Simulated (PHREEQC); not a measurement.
Make-up at 45 °C: 0.13 mol/kgw CuCl2, 0.00024 mol/kgw FeSO4 and 0.002 mol/kgw Na2SO4. Closed to the air; pH follows from the charge balance.

Computed with PHREEQC (ion-association model, phreeqc.dat).

```
Quantity                  Result
-----------------  -------------
pH                          4.01
ionic strength     0.312 mol/kgw
activity of water          0.994
density              1.006 g/cm³
```

```csv
species,molality,activity,log γ
Cl-,0.219,0.148,-0.171
Cu+2,0.0900,0.0248,-0.560
CuCl+,0.0364,0.0246,-0.170
Na+,0.00400,0.00288,-0.143
CuCl2,0.00223,0.00239,0.031
CuSO4,0.00124,0.00134,0.031
```

This is a speciation only: nothing precipitates in the calculation. Complexes and solids missing from the database can't appear. Away from 25 °C the constants follow the database's enthalpies or fits; those with neither stay at their 25 °C values.
